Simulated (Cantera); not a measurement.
A perfectly stirred reactor is fed with NH₃ : N₂ : H₂ = 1 : 0.36 : 0.0016 (molar parts), at 13300 Pa; it is held at 1625 K, and followed from long to short residence time.

Cantera simulation using the gas-phase N/H chemistry of the illustrative SiF4/NH3 mechanism in the Surface Chemkin manual (1991); the numbers are that mechanism's predictions, not measurements. Walls and surfaces, which speed up NH3 decomposition in real reactors, are not modelled.

One state of this run: x NH₃ = 0.724; x NH₂ = 0.000141; x NH = 4.44e-7; x N = 2.94e-9; x H₂ = 0.00978; x N₂H₂ = 1.05e-6. x: mole fraction; the columns are a selection and need not sum to one.

Task: Which value of τ (s) does it belong to?
(A) 0.0049
(B) 2.6
(C) 0.017
(D) 0.21

Result: D, 0.21
